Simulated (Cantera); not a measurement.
An isothermal plug-flow reactor at 925 K and 0.680 bar (inlet), inlet velocity 4.7 m/s, active area per volume 190 1/m; feed 3.14 % CH₄, 1.45 % O₂, 95.4 % N₂.

Cantera simulation using Deutschmann's 1995 Pt surface mechanism with GRI-Mech 3.0 gas chemistry; the numbers are that mechanism's predictions, not measurements. Catalytic surfaces can have several steady states; this one follows from the mechanism file's or the stated starting coverage. Mass transfer to the wall is taken as infinitely fast.

One state of this run: x CH₄ = 0.0246; x O₂ = 0.00524; x H₂O = 0.0117; x CO₂ = 8.70e-6; x CO = 0.00671; θ free Pt = 0.163; θ H* = 0.00153; θ CO* = 0.0259; θ C* = 0.810. x: gas mole fraction; θ: surface coverage.

Problem. Which value of z (m) does it belong to?
A. 0.0003
B. 0.0014
C. 0.03
D. 0.011

Solution. C, 0.03
